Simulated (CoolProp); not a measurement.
A closed Brayton cycle with nitrogen: compressor inlet 309.15 K and 7.9 MPa, high pressure 26.7 MPa, turbine inlet 845 K, compressor efficiency 0.89, turbine efficiency 0.9, recuperator effectiveness 0.95 (on enthalpy, no pinch check). Each further row changes one setting.

Computed with CoolProp (reference Helmholtz-energy equation of state, Span 2000).

| case | thermal efficiency (%) | net work (kJ/kg) | compressor to turbine work | compressor exit (K) | turbine exit (K) |
|---|---|---|---|---|---|
| as stated | 34.1 | 89.7 | 0.64 | 456.2 | 632.6 |
| turbine inlet 795 K | 30.4 | 74.9 | 0.68 | 456.2 | 593.3 |
| compressor inlet 319.15 K | 32.2 | 84.1 | 0.66 | 470.8 | 632.6 |
| high pressure 22.7 MPa | 36.1 | 85.7 | 0.61 | 433.6 | 657.5 |
| recuperator effectiveness 0.5 | 25.6 | 89.7 | 0.64 | 456.2 | 632.6 |
